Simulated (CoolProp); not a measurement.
Model: reference Helmholtz-energy equation of state, Thol 2018, in CoolProp.

### Question
Give the vapour pressure (kPa), liquid density (kg/m³), vapour density (kg/m³), liquid cp (kJ/(kg K)) of saturated hydrogen chloride at -22.65, -7.25, 8.05 °C.

### Answer
| T (°C) | p (kPa) | liquid density (kg/m³) | vapour density (kg/m³) | liquid cp (kJ/(kg K)) |
|---|---|---|---|---|
| -22.65 | 1360 | 1010 | 28.6 | 1.83 |
| -7.25 | 2130 | 956 | 45.2 | 1.95 |
| 8.05 | 3180 | 894 | 70.0 | 2.16 |
